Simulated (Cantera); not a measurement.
A closed system holds: 1 mol Al, a varied amount of HCl, 2 mol H2, equilibrated at 950 K and 0.173 Torr.

These are equilibrium values from Cantera (NASA tables, ideal gas, pure condensed phases), not measurements of a reactor. Candidate condensed phases: Al, AlCl3; 12 gas species. Rates play no part.

### Question
At 6.8 mol HCl, list the 3 most abundant gas species with their mole fractions, and the condensed phases.

### Answer
HCl 0.458, H2 0.422, AlCl3 0.120. Condensed: gas only.
